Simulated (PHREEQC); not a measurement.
0.18 g of hydrous ferric oxide (600 m²/g; 0.2 weak and 0.005 strong sites per Fe, Dzombak-Morel constants, diffuse double layer) in 1 kg of water with 0.001 mol/kgw of an inert sodium salt and 0.083 mmol/kgw NaF, at 25 °C; the pH is set by adding NaOH or the inert anion's acid. Oxygen alone is held at its pressure in air (log pO2 = -0.68). The system is closed to CO2. Precipitation was switched off in this run.

The series has 17 steps of pH, from 3 to 9.

Equilibrium calculation in PHREEQC: ion-association model, wateq4f.dat.

Near which pH is half of the F sorbed, and on which side is more sorbed?

Near pH 5.9, with more sorbed at lower pH.

The oxide is taken as insoluble; below pH 4 it would dissolve.
